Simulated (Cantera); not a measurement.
Cantera run:

```python
import numpy as np
import cantera as ct

gas_names = [...]  # 92 gases of nasa_gas.yaml made of C, H, N
cond_names = """
    C(gr) C6H6(L) C7H8(L) C8H18(L),n-octa
""".split()


# ... load() reads the species with a 1 bar reference pressure and builds the phases ...
atoms = {
    'C2H6': {'C': 2, 'H': 6},
    'NH3': {'N': 1, 'H': 3},
    'H2': {'H': 2},
}
top_T = {'C(gr)': 4500}  # K; cautious upper limits of use, not melting points


# ... equilibrate(T, P, feed) seeds the gas with the atoms and calls Mixture.equilibrate('TP', solver="vcs", rtol=1e-11, max_steps=5000) ...
results = []
T = 1098.15  # K
P = 640000  # Pa
for m in [6.1, 6.9, 7.8, 8.8, 9.9, 11, 12, 14, 16, 18, 20, 23, 25]:
    feed = {'C2H6': 1, 'NH3': 0.2, 'H2': m}  # mol
    mix = equilibrate(T, P, feed)
    results.append((T, P, feed, dict(zip(mix.species_names, mix.species_moles))))
    x = sorted(zip(gas.X, gas.species_names), reverse=True)
    print(f"T = {T:g} K  P = {P:g} Pa  n(H2) = {m:g} mol  gas = {mix.phase_moles(0):.4g} mol")
    print("   x: " + "  ".join(f"{s} {v:.3e}" for v, s in x if v > 1e-06))
    print("   condensed (mol): " + ("  ".join(f"{mix.phase(i).name} {mix.phase_moles(i):.4g}"
          for i in range(1, mix.n_phases) if mix.phase_moles(i) > 1e-12) or "none"))
```

It prints:

```
T = 1098.15 K  P = 640000 Pa  n(H2) = 6.1 mol  gas = 8.188 mol
   x: H2 8.277e-01  CH4 1.600e-01  N2 1.213e-02  NH3 1.704e-04  C2H6 1.201e-05  C2H4 3.890e-06  HCN 2.173e-06
   condensed (mol): C(gr) 0.6896
T = 1098.15 K  P = 640000 Pa  n(H2) = 6.9 mol  gas = 8.876 mol
   x: H2 8.284e-01  CH4 1.603e-01  N2 1.118e-02  NH3 1.638e-04  C2H6 1.204e-05  C2H4 3.897e-06  HCN 2.088e-06
   condensed (mol): C(gr) 0.5772
T = 1098.15 K  P = 640000 Pa  n(H2) = 7.8 mol  gas = 9.649 mol
   x: H2 8.290e-01  CH4 1.605e-01  N2 1.028e-02  NH3 1.573e-04  C2H6 1.207e-05  C2H4 3.903e-06  HCN 2.003e-06
   condensed (mol): C(gr) 0.4507
T = 1098.15 K  P = 640000 Pa  n(H2) = 8.8 mol  gas = 10.51 mol
   x: H2 8.296e-01  CH4 1.608e-01  N2 9.439e-03  NH3 1.508e-04  C2H6 1.209e-05  C2H4 3.909e-06  HCN 1.919e-06
   condensed (mol): C(gr) 0.3103
T = 1098.15 K  P = 640000 Pa  n(H2) = 9.9 mol  gas = 11.45 mol
   x: H2 8.302e-01  CH4 1.610e-01  N2 8.657e-03  NH3 1.446e-04  C2H6 1.212e-05  C2H4 3.914e-06  HCN 1.839e-06
   condensed (mol): C(gr) 0.1557
T = 1098.15 K  P = 640000 Pa  n(H2) = 11 mol  gas = 12.4 mol
   x: H2 8.307e-01  CH4 1.612e-01  N2 7.994e-03  NH3 1.391e-04  C2H6 1.214e-05  C2H4 3.919e-06  HCN 1.767e-06
   condensed (mol): C(gr) 0.001184
T = 1098.15 K  P = 640000 Pa  n(H2) = 12 mol  gas = 13.4 mol
   x: H2 8.432e-01  CH4 1.492e-01  N2 7.394e-03  NH3 1.368e-04  C2H6 1.026e-05  C2H4 3.261e-06  HCN 1.539e-06
   condensed (mol): none
T = 1098.15 K  P = 640000 Pa  n(H2) = 14 mol  gas = 15.4 mol
   x: H2 8.636e-01  CH4 1.299e-01  N2 6.428e-03  NH3 1.322e-04  C2H6 7.582e-06  C2H4 2.354e-06  HCN 1.205e-06
   condensed (mol): none
T = 1098.15 K  P = 640000 Pa  n(H2) = 16 mol  gas = 17.4 mol
   x: H2 8.792e-01  CH4 1.149e-01  N2 5.683e-03  NH3 1.277e-04  C2H6 5.834e-06  C2H4 1.779e-06
   condensed (mol): none
T = 1098.15 K  P = 640000 Pa  n(H2) = 18 mol  gas = 19.4 mol
   x: H2 8.917e-01  CH4 1.031e-01  N2 5.093e-03  NH3 1.235e-04  C2H6 4.628e-06  C2H4 1.392e-06
   condensed (mol): none
T = 1098.15 K  P = 640000 Pa  n(H2) = 20 mol  gas = 21.4 mol
   x: H2 9.018e-01  CH4 9.346e-02  N2 4.613e-03  NH3 1.195e-04  C2H6 3.760e-06  C2H4 1.118e-06
   condensed (mol): none
T = 1098.15 K  P = 640000 Pa  n(H2) = 23 mol  gas = 24.4 mol
   x: H2 9.139e-01  CH4 8.197e-02  N2 4.041e-03  NH3 1.141e-04  C2H6 2.854e-06
   condensed (mol): none
T = 1098.15 K  P = 640000 Pa  n(H2) = 25 mol  gas = 26.4 mol
   x: H2 9.204e-01  CH4 7.576e-02  N2 3.733e-03  NH3 1.108e-04  C2H6 2.421e-06
   condensed (mol): none
```

Equilibrium computed with Cantera from the NASA thermochemical tables; the gas is ideal and each condensed phase is pure.
